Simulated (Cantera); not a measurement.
## Reactions in the system C-Fe-O

Source: NASA polynomial tables (part measured, part estimated), evaluated in Cantera. Values are per mole of reaction as written; species without (g) are pure solids or liquids, kept so even where they would boil at 1 bar.

2 Fe(CO)5(g) + O3(g) ⇌ 10 CO(g) + Fe2O3

```csv
T (K),ΔH° (kJ),ΔS° (J/K),ΔG° (kJ),log10 K
300,-616.7,946.4,-900.6,156.80
1325,-644.3,915.3,-1857.1,73.21
1375,-646.9,913.4,-1902.8,72.28
1425,-649.5,911.5,-1948.4,71.42
1475,-652.1,909.7,-1994.0,70.61
1525,-654.9,907.9,-2039.4,69.85
1575,-657.6,906.1,-2084.8,69.14
1625,-660.4,904.4,-2130.0,68.47
1675,-663.2,902.7,-2175.2,67.83
1725,-666.0,901.0,-2220.3,67.23
1775,-668.9,899.4,-2265.3,66.66
1825,-671.7,897.8,-2310.2,66.12
```
